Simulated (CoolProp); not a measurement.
Vapour-liquid equilibrium of R13 (1) + R11 (2) at 0.0862 MPa; x and y are mole fractions of (1).

Computed with CoolProp (multi-fluid Helmholtz-energy mixture model, Platzer 1990 and Jacobsen 1992; pair parameters Bell 2016). This equation is an older, rougher fit; its heat capacities, sound speeds and derivatives of the liquid may be far off and weren't checked against measurements.

Give the bubble temperature and the first vapour's composition at x = 0.35, 0.65, 0.8. Is there an azeotrope?

x = 0.35: -71.6 °C, y = 0.996; x = 0.65: -78.7 °C, y = 0.998; x = 0.8: -81.0 °C, y = 0.999. No azeotrope shows between x = 0.05 and 0.95.

Pair parameters are fitted to limited data, so mixtures are less certain than the pure fluids. With so large a gap from Raoult's law the liquid may split in two, which this calculation doesn't test in full.
